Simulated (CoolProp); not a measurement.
Cyclopropane along the isotherm 403.3 K: fugacity coefficient from the reference equation and from simpler models built on Tc = 398.7 K, pc = 5.605 MPa, ω = 0.131; each cubic takes its own stable root.

Values from CoolProp's reference Helmholtz-energy equation of state, Polt 1992. This equation is an older, rougher fit; its heat capacities, sound speeds and derivatives of the liquid may be far off and weren't checked against measurements.

```
p (MPa)          phase  reference
-------  -------------  ---------
3.5                gas     0.7991
7        supercritical     0.5784
10.5     supercritical     0.4283
14       supercritical     0.3535
17.5     supercritical     0.3096
21       supercritical     0.2817
24.5     supercritical     0.2629
28       supercritical     0.2500
```

### Question
How far does each simpler model (Redlich-Kwong, Soave-Redlich-Kwong, Peng-Robinson) lie from the reference over these 8 states: mean and median of the absolute difference, and the worst?

### Answer
- Redlich-Kwong: mean 4.4 %, median 4.9 %, worst +7.7 % at 403.3 K and 28 MPa
- Soave-Redlich-Kwong: mean 4.8 %, median 5.4 %, worst +8.2 % at 403.3 K and 28 MPa
- Peng-Robinson: mean 1.9 %, median 1.8 %, worst -2.4 % at 403.3 K and 7 MPa
